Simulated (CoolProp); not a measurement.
Values from CoolProp's reference Helmholtz-energy equation of state, Guder 2009.

Q: For sulfur hexafluoride, give the phase and the cp (kJ/(kg K)), viscosity (µPa s), conductivity (mW/(m K)) at 343.4 K and 0.0959 MPa; 343.4 K and 0.25 MPa; 343.4 K and 1.06 MPa.

A: 
- 343.4 K and 0.0959 MPa: gas; cp 0.734, viscosity 17.3, conductivity 16.4
- 343.4 K and 0.25 MPa: gas; cp 0.738, viscosity 17.3, conductivity 16.5
- 343.4 K and 1.06 MPa: gas; cp 0.766, viscosity 17.6, conductivity 17.1

Viscosity comes from a separate model (Quiñones-Cisneros 2012). Thermal conductivity comes from a separate model (Assael 2012).
